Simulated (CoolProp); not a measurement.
2000 sccm (0 °C, 1 atm) of nitrogen bubbles through liquid ethanol at 279.2 K and leaves saturated at a total pressure of 0.0446 MPa (ideal gas phase). Each further row changes one setting.

Model: reference Helmholtz-energy equation of state, Schroeder 2014, in CoolProp.

```tsv
case	vapour pressure (kPa)	mole fraction of vapour	delivery (mg/min)	delivery (sccm)	change of delivery for a bath 1 K warmer (%)
as stated	2.43	?	?	115	7.3
bath temperature 284.2 K	3.37	?	?	?	7.2
total pressure 0.0892 MPa	2.43	?	115	55.9	?
```

Task: Complete the blanks.

Result: 
- as stated, mole fraction of vapour: 0.0544
- as stated, delivery (mg/min): 237
- bath temperature 284.2 K, mole fraction of vapour: 0.0755
- bath temperature 284.2 K, delivery (mg/min): 336
- bath temperature 284.2 K, delivery (sccm): 163
- total pressure 0.0892 MPa, mole fraction of vapour: 0.0272
- total pressure 0.0892 MPa, change of delivery for a bath 1 K warmer (%): 7.1
